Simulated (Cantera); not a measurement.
Input: 1 mol Cu₂O, 0.88 mol H₂, 1.7 mol H₂O, equilibrated at 1673.15 K and 0.133 bar.

These are equilibrium values from Cantera (NASA tables, ideal gas, pure condensed phases), not measurements of a reactor. Candidate condensed phases: Cu, CuO, Cu(OH)₂, Cu₂O, H₂O; 12 gas species. Each liquid is taken as pure. Mutual solubility and eutectic melting of coexisting phases are not modelled. Kinetics and transport are ignored.

Q: What is the equilibrium state?

A: 
| Item | Result |
|---|---|
| x(H₂O) | 0.991 |
| x(O₂) | 0.00657 |
| x(Cu) | 0.000835 |
| x(OH) | 0.000662 |
| x(H₂) | 0.000506 |
| x(O) | 7.43e-6 |
| x(H) | 7.03e-6 |
| x(CuO) | 3.84e-6 |
| n(Cu(l)) | 1.83 mol |
| n(Cu₂O(l)) | 0.0863 mol |
| gas amount | 2.600 mol |
